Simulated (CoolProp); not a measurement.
Ammonia at 298.15 K and 0.659 MPa flows at 0.077 m/s in a round tube of 12.7 mm bore and 0.25 µm roughness, fully developed (64/Re and Nu = 3.66 if laminar; Colebrook and Gnielinski if turbulent). Each further row changes one setting.

Values from CoolProp's reference Helmholtz-energy equation of state, Gao 2020.

```
case                Reynolds number  Darcy friction factor  pressure drop (Pa/m)  heat-transfer coefficient (W/(m² K))  mass flow (kg/h)
------------------  ---------------  ---------------------  --------------------  ------------------------------------  ----------------
as stated                         ?                  0.133                     ?                                  7.39                 ?
velocity 0.154 m/s              962                 0.0666                 0.304                                  7.39                 ?
diameter 25.4 mm                962                 0.0666                0.0379                                  3.69             0.686
```

**Question.** Complete the blanks.

**Answer.** 
- as stated, Reynolds number: 481
- as stated, pressure drop (Pa/m): 0.152
- as stated, mass flow (kg/h): 0.172
- velocity 0.154 m/s, mass flow (kg/h): 0.343

Viscosity comes from a separate model (Fenghour 1995). Thermal conductivity comes from a separate model (Tufeu 1984).
